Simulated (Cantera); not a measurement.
A closed system holds: 1 mol FeS, 4.4 mol H₂S, 0.29 mol H₂O, held at 62000 Pa.

Cantera equilibrium calculation (NASA polynomials, part measured and part estimated; ideal gas, pure solids and liquids). Candidate condensed phases: Fe, FeO, Fe(OH)₂, Fe(OH)₃, FeS, FeSO₄, FeS₂, Fe₂O₃, Fe₂(SO₄)₃, Fe₃O₄, H₂O, H₂SO₄, S; 22 gas species. FeS: taken at fixed stoichiometry. The numbers say what is thermodynamically allowed, not how fast it happens. All values below are at 1775 K.

Base state: H₂ 0.483, S₂ 0.237, H₂S 0.218, H₂O 0.0462, SH 0.0138, S 0.000375, H 0.000255, SO 0.000253 (mole fractions); condensed: FeS(l).

Question: What changes in the equilibrium state with this change: H₂S from 4.4 to 0.3 mol?

Answer: 
```json
[
 {"species": "H₂O", "before": "0.0462", "after": "0.392"},
 {"species": "H₂", "before": "0.483", "after": "0.327"},
 {"species": "S₂", "before": "0.237", "after": "0.145"},
 {"species": "H₂S", "before": "0.218", "after": "0.115"},
 {"species": "SH", "before": "0.0138", "after": "0.00885"},
 {"species": "SO₂", "before": "6.89e-5", "after": "0.00847"},
 {"species": "OH", "before": "1.52e-6", "after": "1.57e-5"},
 {"species": "FeS(l), mol", "before": "1.000", "after": "1.000"}
]
```
